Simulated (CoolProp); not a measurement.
Vapour-liquid equilibrium of toluene (1) + p-xylene (2) at 1080 kPa; x and y are mole fractions of (1).

Model: multi-fluid Helmholtz-energy mixture model, Lemmon 2006 and Zhou 2012; pair parameters Bell 2016, in CoolProp.

Task: Give the bubble temperature and the first vapour's composition at x = 0.125, 0.275, 0.95. Is there an azeotrope?

Result: x = 0.125: 523.8 K, y = 0.173; x = 0.275: 518.0 K, y = 0.360; x = 0.95: 496.0 K, y = 0.966. No azeotrope shows between x = 0.05 and 0.95.

Pair parameters are fitted to limited data, so mixtures are less certain than the pure fluids.
